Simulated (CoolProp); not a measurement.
Vapour-liquid equilibrium of n-butane (1) + R113 (2) at 0.0272 MPa; x and y are mole fractions of (1).

The numbers come from the multi-fluid Helmholtz-energy mixture model, Bücker 2006 and Marx 1992; pair parameters Bell 2016 in CoolProp.

Question: Give the bubble temperature and the first vapour's composition at x = 0.35, 0.45, 0.75. Is there an azeotrope?

Answer: x = 0.35: 257.3 K, y = 0.832; x = 0.45: 253.8 K, y = 0.879; x = 0.75: 246.8 K, y = 0.957. No azeotrope shows between x = 0.05 and 0.95.

The pair parameters rest on a limited set of measurements; away from them the model extrapolates.
